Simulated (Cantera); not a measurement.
An isothermal, constant-pressure homogeneous reactor starts with 78.7 % NH₃, 21.3 % N₂, at 2123 K and 1330 Pa.

Model: the gas-phase N/H chemistry of the illustrative SiF4/NH3 mechanism in the Surface Chemkin manual (1991), integrated in Cantera. Walls and surfaces, which speed up NH3 decomposition in real reactors, are not modelled.

x: mole fraction; the columns are a selection and need not sum to one.

```json
[
 {"t (s)": "7.00e-5", "x NH₃": "0.787", "x N₂": "0.213", "x H₂": "2.62e-5", "x NH₂": "5.36e-5", "x N₂H₂": "1.61e-9", "x NH": "7.16e-9", "x H": "1.29e-6"},
 {"t (s)": "0.000228", "x NH₃": "0.787", "x N₂": "0.213", "x H₂": "8.84e-5", "x NH₂": "0.000177", "x N₂H₂": "3.09e-8", "x NH": "1.15e-7", "x H": "1.30e-6"},
 {"t (s)": "0.000743", "x NH₃": "0.787", "x N₂": "0.213", "x H₂": "0.000300", "x NH₂": "0.000576", "x N₂H₂": "4.72e-7", "x NH": "1.70e-6", "x H": "1.46e-6"},
 {"t (s)": "0.00242", "x NH₃": "0.784", "x N₂": "0.212", "x H₂": "0.00136", "x NH₂": "0.00175", "x N₂H₂": "5.84e-6", "x NH": "1.18e-5", "x H": "3.57e-6"},
 {"t (s)": "0.00788", "x NH₃": "0.773", "x N₂": "0.214", "x H₂": "0.0104", "x NH₂": "0.00297", "x N₂H₂": "1.92e-5", "x NH": "2.80e-5", "x H": "1.85e-5"},
 {"t (s)": "0.0257", "x NH₃": "0.730", "x N₂": "0.221", "x H₂": "0.0460", "x NH₂": "0.00269", "x N₂H₂": "1.82e-5", "x NH": "3.59e-5", "x H": "6.12e-5"},
 {"t (s)": "0.0837", "x NH₃": "(withheld)", "x N₂": "(withheld)", "x H₂": "(withheld)", "x NH₂": "(withheld)", "x N₂H₂": "(withheld)", "x NH": "4.34e-5", "x H": "(withheld)"},
 {"t (s)": "0.273", "x NH₃": "0.365", "x N₂": "0.280", "x H₂": "0.353", "x NH₂": "0.00142", "x N₂H₂": "6.62e-6", "x NH": "4.22e-5", "x H": "0.000457"},
 {"t (s)": "0.888", "x NH₃": "0.101", "x N₂": "0.323", "x H₂": "0.575", "x NH₂": "0.000567", "x N₂H₂": "1.30e-6", "x NH": "2.76e-5", "x H": "0.00106"},
 {"t (s)": "2.89", "x NH₃": "0.00351", "x N₂": "0.338", "x H₂": "0.655", "x NH₂": "5.87e-5", "x N₂H₂": "3.19e-8", "x NH": "8.95e-6", "x H": "0.00362"},
 {"t (s)": "9.42", "x NH₃": "(withheld)", "x N₂": "0.335", "x H₂": "0.642", "x NH₂": "(withheld)", "x N₂H₂": "<1e-12", "x NH": "(withheld)", "x H": "(withheld)"},
 {"t (s)": "30.7", "x NH₃": "9.90e-8", "x N₂": "0.335", "x H₂": "0.640", "x NH₂": "1.17e-8", "x N₂H₂": "<1e-12", "x NH": "1.27e-8", "x H": "0.0250"},
 {"t (s)": "100", "x NH₃": "6.56e-8", "x N₂": "0.335", "x H₂": "0.640", "x NH₂": "7.77e-9", "x N₂H₂": "<1e-12", "x NH": "8.44e-9", "x H": "0.0250"}
]
```

### Question
What belongs in the gaps?

### Answer

- 0.0837, x NH₃: 0.611
- 0.0837, x N₂: 0.240
- 0.0837, x H₂: 0.146
- 0.0837, x NH₂: 0.00215
- 0.0837, x N₂H₂: 1.38e-5
- 0.0837, x H: 0.000175
- 9.42, x NH₃: 9.46e-7
- 9.42, x NH₂: 1.01e-7
- 9.42, x NH: 9.95e-8
- 9.42, x H: 0.0227
